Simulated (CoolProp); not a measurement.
A simple Rankine cycle with R365MFC: condensing at 321.15 K, boiler at 2.15 MPa, turbine inlet 441.1 K, turbine efficiency 0.75, pump efficiency 0.8, no recuperator. Each further row changes one setting.

Model: reference Helmholtz-energy equation of state, Lemmon 2016, in CoolProp.

```json
[
 {"case": "as stated", "thermal efficiency (%)": "13.3", "net work (kJ/kg)": "38.2", "heat in (kJ/kg)": "288", "turbine exit temperature (K)": "379.9", "volume ratio over the turbine": "21.5"},
 {"case": "turbine inlet 461.1 K", "thermal efficiency (%)": "13.1", "net work (kJ/kg)": "42.1", "heat in (kJ/kg)": "321", "turbine exit temperature (K)": "404.8", "volume ratio over the turbine": "19.3"},
 {"case": "condensing temperature 313.15 K", "thermal efficiency (%)": "14.2", "net work (kJ/kg)": "42.4", "heat in (kJ/kg)": "299", "turbine exit temperature (K)": "375.7", "volume ratio over the turbine": "28.3"},
 {"case": "boiler pressure 1.5 MPa", "thermal efficiency (%)": "12.0", "net work (kJ/kg)": "36.5", "heat in (kJ/kg)": "303", "turbine exit temperature (K)": "394.8", "volume ratio over the turbine": "12.7"},
 {"case": "turbine efficiency 0.65", "thermal efficiency (%)": "11.4", "net work (kJ/kg)": "32.8", "heat in (kJ/kg)": "288", "turbine exit temperature (K)": "384.5", "volume ratio over the turbine": "21.8"}
]
```
